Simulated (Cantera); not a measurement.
# Equilibrium for roasting and sulfation: MgO + H₂S + H₂O

Charge: 1 mol MgO, 0.28 mol H₂S, a varied amount of H₂O, at 1100 K and 0.133 bar.

Method: chemical equilibrium by Gibbs-energy minimisation in Cantera with the NASA 1993 tables (ideal gas, pure condensed phases). Candidate condensed phases: H₂O, H₂SO₄, Mg, MgO, Mg(OH)₂, MgS, MgSO₄, S; 26 gas species. Gases not in the tables: S₃ to S₇. The numbers say what is thermodynamically allowed, not how fast it happens.

```csv
n(H₂O) (mol),x H₂O,x H₂S,x H₂,x S₂,x SO₂,n MgO(s)
0.072,0.191,0.614,0.130,0.0648,5.92e-5,1.00
0.11,0.265,0.553,0.121,0.0604,0.000126,1.00
0.17,0.356,0.478,0.110,0.0547,0.000262,1.00
0.27,0.466,0.389,0.0966,0.0473,0.000546,1.00
0.42,0.573,0.303,0.0824,0.0395,0.00104,1.00
0.66,0.675,0.223,0.0683,0.0312,0.00186,1.00
1,0.754,0.162,0.0567,0.0238,0.00293,1.00
1.6,0.824,0.109,0.0460,0.0162,0.00440,1.00
2.5,0.873,0.0723,0.0383,0.0104,0.00572,1.00
3.9,0.908,0.0471,0.0324,0.00614,0.00663,1.00
6,0.931,0.0302,0.0279,0.00341,0.00699,1.00
9.4,0.949,0.0184,0.0241,0.00169,0.00687,1.00
```
x: gas mole fraction; n: condensed amount in mol.

From 0.072 mol H₂O to 9.4 mol H₂O the condensed part is MgO(s).
